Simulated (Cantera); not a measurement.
A Cantera script and what it prints.

```python
import numpy as np
import cantera as ct

gas_names = [...]  # 97 gases of nasa_gas.yaml made of Al, C, H, N
cond_names = """
    AL(cr) AL(L) ALN(s) C(gr) C6H6(L) C7H8(L) C8H18(L),n-octa
""".split()


# ... load() reads the species with a 1 bar reference pressure and builds the phases ...
atoms = {
    'Al(CH3)3': {'AL': 1, 'C': 3, 'H': 9},
    'NH3': {'N': 1, 'H': 3},
    'N2': {'N': 2},
}
top_T = {'ALN(s)': 2750, 'C(gr)': 4500}  # K; cautious upper limits of use, not melting points


# ... equilibrate(T, P, feed) seeds the gas with the atoms and calls Mixture.equilibrate('TP', solver="vcs", rtol=1e-11, max_steps=5000) ...
results = []
feed = {'Al(CH3)3': 1, 'NH3': 22, 'N2': 620}  # mol
T = 2125  # K
for P in [10, 37, 140, 520, 1900, 7200, 27000, 100000]:
    mix = equilibrate(T, P, feed)
    results.append((T, P, feed, dict(zip(mix.species_names, mix.species_moles))))

top = {s: max(r[3][s] / sum(r[3][g] for g in gas_names) for r in results) for s in gas_names}
cols = sorted((s for s in top if top[s] > 0.0001), key=lambda s: -top[s])[:9]
seen = [c for c in cond_names if any(r[3].get(c, 0) > 1e-12 for r in results)]
print("log10 of partial pressures in bar; condensed amounts in mol")
print(f"{'P/Pa':>10s}" + "".join(f"{s[:9]:>10s}" for s in cols + seen))
for T, P, feed, n in results:
    ng = sum(n[g] for g in gas_names)
    print(f"{P:10.4g}" + "".join(f"{np.log10(max(n[s] / ng * P / 1e5, 1e-99)):10.3f}" for s in cols)
          + "".join(f"{n.get(c, 0):10.4g}" for c in seen))
```

Result:

```
log10 of partial pressures in bar; condensed amounts in mol
      P/Pa        N2         H        H2       HCN        AL       HNC        CN    ALN(s)     C(gr)
        10    -4.039    -5.248    -5.615    -6.458    -6.838    -7.611    -7.601         0    0.1763
        37    -3.466    -4.883    -4.886    -5.842    -6.266    -6.995    -7.350         0         0
       140    -2.885    -4.549    -4.219    -5.254    -5.685    -6.406    -7.096         0         0
       520    -2.313    -4.241    -3.603    -4.679    -5.114    -5.831    -6.829         0         0
      1900    -1.749    -3.948    -3.017    -4.113    -4.551    -5.266    -6.556         0         0
      7200    -1.170    -3.653    -2.425    -3.533    -3.975    -4.686    -6.272         0         0
   2.7e+04    -0.596    -3.362    -1.845    -2.959    -3.422    -4.112    -5.988   0.03688         0
     1e+05    -0.026    -3.076    -1.272    -2.389    -3.707    -3.542    -5.704    0.8621         0
```

Method: chemical equilibrium by Gibbs-energy minimisation in Cantera with the NASA 1993 tables (ideal gas, pure condensed phases). The feed counts by its element totals alone.
